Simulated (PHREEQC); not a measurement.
1 kg of water holding 0.091 mol/kgw NaOH, 0.0075 mol/kgw Na2SO4, 0.22 mol/kgw Na2CO3 and 0.017 mol/kgw NaCl is evaporated at 25 °C; the solids stay in contact with the brine. CO2 from the air is kept out. Solids allowed: Burkeite, Halite, Mirabilite, Nahcolite, Natron, Thenardite, Trona. Others were left out.

All values are PHREEQC results (Pitzer model, pitzer.dat), not measurements.

```json
[
 {"water left (kg)": "1", "ionic strength": "0.790", "water activity": "0.987", "Natron (mol)": "0", "Burkeite (mol)": "0", "Cl in solution (mol/kgw)": "0.0170", "S in solution (mol/kgw)": "0.00750"},
 {"water left (kg)": "0.8219", "ionic strength": "0.962", "water activity": "0.985", "Natron (mol)": "0", "Burkeite (mol)": "0", "Cl in solution (mol/kgw)": "0.0207", "S in solution (mol/kgw)": "0.00913"},
 {"water left (kg)": "0.6755", "ionic strength": "1.17", "water activity": "0.981", "Natron (mol)": "0", "Burkeite (mol)": "0", "Cl in solution (mol/kgw)": "0.0252", "S in solution (mol/kgw)": "0.0111"},
 {"water left (kg)": "0.5552", "ionic strength": "1.42", "water activity": "0.978", "Natron (mol)": "0", "Burkeite (mol)": "0", "Cl in solution (mol/kgw)": "0.0306", "S in solution (mol/kgw)": "0.0135"},
 {"water left (kg)": "0.4563", "ionic strength": "1.73", "water activity": "0.973", "Natron (mol)": "0", "Burkeite (mol)": "0", "Cl in solution (mol/kgw)": "0.0373", "S in solution (mol/kgw)": "[?]"},
 {"water left (kg)": "0.375", "ionic strength": "2.11", "water activity": "0.968", "Natron (mol)": "0", "Burkeite (mol)": "0", "Cl in solution (mol/kgw)": "0.0453", "S in solution (mol/kgw)": "0.0200"},
 {"water left (kg)": "0.3082", "ionic strength": "2.56", "water activity": "0.961", "Natron (mol)": "0", "Burkeite (mol)": "0", "Cl in solution (mol/kgw)": "0.0552", "S in solution (mol/kgw)": "0.0243"},
 {"water left (kg)": "0.2533", "ionic strength": "3.12", "water activity": "0.952", "Natron (mol)": "0", "Burkeite (mol)": "0", "Cl in solution (mol/kgw)": "0.0671", "S in solution (mol/kgw)": "0.0296"},
 {"water left (kg)": "0.2082", "ionic strength": "[?]", "water activity": "0.942", "Natron (mol)": "0", "Burkeite (mol)": "0", "Cl in solution (mol/kgw)": "0.0816", "S in solution (mol/kgw)": "0.0360"},
 {"water left (kg)": "0.1711", "ionic strength": "4.62", "water activity": "0.929", "Natron (mol)": "0", "Burkeite (mol)": "0", "Cl in solution (mol/kgw)": "0.0993", "S in solution (mol/kgw)": "0.0438"},
 {"water left (kg)": "0.1407", "ionic strength": "5.62", "water activity": "0.912", "Natron (mol)": "0", "Burkeite (mol)": "0", "Cl in solution (mol/kgw)": "0.121", "S in solution (mol/kgw)": "0.0533"},
 {"water left (kg)": "0.1156", "ionic strength": "[?]", "water activity": "0.890", "Natron (mol)": "0", "Burkeite (mol)": "0", "Cl in solution (mol/kgw)": "0.147", "S in solution (mol/kgw)": "0.0649"},
 {"water left (kg)": "0.09502", "ionic strength": "8.32", "water activity": "0.861", "Natron (mol)": "0", "Burkeite (mol)": "0", "Cl in solution (mol/kgw)": "0.179", "S in solution (mol/kgw)": "0.0789"},
 {"water left (kg)": "0.0652", "ionic strength": "8.83", "water activity": "0.836", "Natron (mol)": "0.0715", "Burkeite (mol)": "0", "Cl in solution (mol/kgw)": "0.261", "S in solution (mol/kgw)": "0.115"},
 {"water left (kg)": "0.04119", "ionic strength": "9.90", "water activity": "0.784", "Natron (mol)": "0.128", "Burkeite (mol)": "0", "Cl in solution (mol/kgw)": "0.413", "S in solution (mol/kgw)": "0.182"},
 {"water left (kg)": "0.0314", "ionic strength": "13.7", "water activity": "0.678", "Natron (mol)": "0.119", "Burkeite (mol)": "0.000583", "Cl in solution (mol/kgw)": "0.541", "S in solution (mol/kgw)": "[?]"},
 {"water left (kg)": "0.03895", "ionic strength": "17.8", "water activity": "0.608", "Natron (mol)": "0.0244", "Burkeite (mol)": "0.00250", "Cl in solution (mol/kgw)": "0.436", "S in solution (mol/kgw)": "0.0644"}
]
```

Question: Fill in the missing entries.

Answer: 
- 0.4563, S in solution (mol/kgw): 0.0164
- 0.2082, ionic strength: 3.80
- 0.1156, ionic strength: 6.84
- 0.0314, S in solution (mol/kgw): 0.202
